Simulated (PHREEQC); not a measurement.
1 kg of water holding 19 mmol/kgw NaHCO3 meets 20 L of dry gas (CO2 0.64, N2 0.36 by moles) at fixed total pressure, at 100 °C; fugacities by Peng-Robinson. The gases take part in no redox reaction, some water evaporates into the gas, and hydrates or a liquid gas phase aren't modelled. Precipitation was switched off in this run.

Computed with PHREEQC (ion-association model, phreeqc.dat).

| P (atm) | dissolved CO2 (all carbonate carbon) (mol/kgw) | φ of CO2 | p of CO2 (atm) | dissolved N2 (mol/kgw) | φ of N2 | p of N2 (atm) | pH |
|---|---|---|---|---|---|---|---|
| 2 | 0.0260 | 0.996 | 0.636 | 0.000165 | 1.006 | 0.360 | 6.82 |
| 5 | 0.0454 | 0.987 | 2.54 | 0.000660 | 1.006 | 1.44 | 6.22 |
| 10 | 0.0773 | 0.974 | 5.71 | 0.00148 | 1.008 | 3.25 | 5.88 |
| 20 | 0.138 | 0.949 | 12.0 | 0.00312 | 1.013 | 6.86 | 5.57 |
| 30 | 0.196 | 0.926 | 18.4 | 0.00474 | 1.019 | 10.5 | 5.40 |
| 40 | 0.250 | 0.903 | 24.7 | 0.00635 | 1.026 | 14.1 | 5.28 |
| 50 | 0.301 | 0.881 | 31.1 | 0.00795 | 1.033 | 17.7 | 5.19 |
| 75 | 0.415 | 0.829 | 46.9 | 0.0119 | 1.052 | 26.7 | 5.04 |
| 100 | 0.510 | 0.782 | 62.8 | 0.0159 | 1.074 | 35.6 | 4.95 |
| 150 | 0.656 | 0.702 | 94.5 | 0.0238 | 1.123 | 53.6 | 4.83 |
| 200 | 0.758 | 0.640 | 126 | 0.0316 | 1.174 | 71.4 | 4.75 |
| 300 | 0.890 | 0.559 | 189 | 0.0467 | 1.272 | 107 | 4.65 |
| 400 | 0.978 | 0.515 | 253 | 0.0606 | 1.364 | 143 | 4.58 |

Away from 25 °C the constants follow the database's enthalpies or fits; those with neither stay at their 25 °C values.
